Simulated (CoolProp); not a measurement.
n-hexane at several states: density (kg/m³) from the reference equation and from simpler models built on Tc = 507.8 K, pc = 3.044 MPa, ω = 0.300; each cubic takes its own stable root.

The numbers come from the reference Helmholtz-energy equation of state, Thol 2019 in CoolProp.

```json
[
 {"T (K)": "218", "p (MPa)": "0.428", "phase": "liquid", "reference": "724.8"},
 {"T (K)": "209.6", "p (MPa)": "0.316", "phase": "liquid", "reference": "731.8"},
 {"T (K)": "381", "p (MPa)": "0.128", "phase": "gas", "reference": "3.633"},
 {"T (K)": "561", "p (MPa)": "0.0331", "phase": "gas", "reference": "0.6132"},
 {"T (K)": "379.5", "p (MPa)": "0.798", "phase": "liquid", "reference": "575.2"}
]
```

Task: How far does each simpler model (van der Waals, Redlich-Kwong, Peng-Robinson) lie from the reference over these 5 states: mean and median of the absolute difference, and the worst?

Result: 
- van der Waals: mean 36.1 %, median 41.6 %, worst -95.3 % at 379.5 K and 0.798 MPa
- Redlich-Kwong: mean 8.4 %, median 13.1 %, worst -15.0 % at 379.5 K and 0.798 MPa
- Peng-Robinson: mean 0.7 %, median 0.6 %, worst +1.4 % at 379.5 K and 0.798 MPa

At some of these states van der Waals gives the other phase, because its saturation line lies elsewhere.
